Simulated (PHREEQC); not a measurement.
# Hard or scaling water (model solution)

Consider water at 25 °C with 0.016 mol/kgw MgCl2, 0.056 mol/kgw Na2SO4 and 0.0002 mol/kgw H4SiO4. Closed to the air; pH follows from the charge balance.

The numbers come from PHREEQC with the ion-association model, phreeqc.dat.

Each row changes one thing in this solution. No solid was allowed to form.

```csv
case,pH,ionic strength (mol/kgw),Na+ (mol/kgw),SO4-2 (mol/kgw),MgSO4 (mol/kgw),Mg+2 (mol/kgw),SI of Chalcedony (SiO2)
as made,6.81,0.170,0.105,0.0412,0.00810,0.00790,-0.13
diluted 10-fold with water,___,0.0194,___,0.00498,0.000463,0.00114,-1.15
Na2SO4 from 0.056 to 0.28 mol/kgw,___,0.676,0.475,0.185,0.0106,0.00544,-0.07
H4SiO4 from 0.0002 to 0.00018 mol/kgw,6.82,0.170,0.105,0.0412,0.00810,0.00790,-0.17
MgCl2 from 0.016 to 0.032 mol/kgw,6.74,0.195,0.106,___,0.0144,0.0176,-0.13
MgCl2 from 0.016 to 0.0032 mol/kgw,6.87,0.155,0.104,0.0465,0.00176,0.00144,-0.13
```

Question: Complete the blanks.

Answer: 
- diluted 10-fold with water, pH: 6.96
- diluted 10-fold with water, Na+ (mol/kgw): 0.0110
- Na2SO4 from 0.056 to 0.28 mol/kgw, pH: 6.93
- MgCl2 from 0.016 to 0.032 mol/kgw, SO4-2 (mol/kgw): 0.0359

Complexes and solids missing from the database can't appear. Some of these states are supersaturated (in Quartz (slow to form), for instance).
